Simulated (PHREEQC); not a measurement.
## Acid rinse or clean (model solution)

Solution (20 °C): 0.24 mmol/kgw H2SO4, 26 mmol/kgw CuSO4 and 1.76 mmol/kgw MgCl2. Closed to the air; pH follows from the charge balance.

All values are PHREEQC results (ion-association model, wateq4f.dat), not measurements.

```yaml
pH: 3.60
ionic_strength: 0.0687 mol/kgw
total_alkalinity: -0.480 meq/kg
```

```tsv
species	molality	activity	log γ
Cu+2	0.0164	0.00733	-0.350
SO4-2	0.0158	0.00671	-0.374
CuSO4	0.00954	0.00969	0.007
Cl-	0.00347	0.00275	-0.101
Mg+2	0.00109	0.000492	-0.346
MgSO4	0.000668	0.000678	0.007
H+	0.000298	0.000251	-0.075
HSO4-	0.000183	0.000147	-0.096
CuCl+	5.31e-5	4.23e-5	-0.099
CuOH+	3.67e-7	2.92e-7	-0.099
CuCl2	5.81e-8	5.91e-8	0.007
Cu2(OH)2+2	5.40e-8	2.26e-8	-0.378
Cu(OH)2	2.40e-9	2.44e-9	0.007
```

Precipitation was switched off in this run.
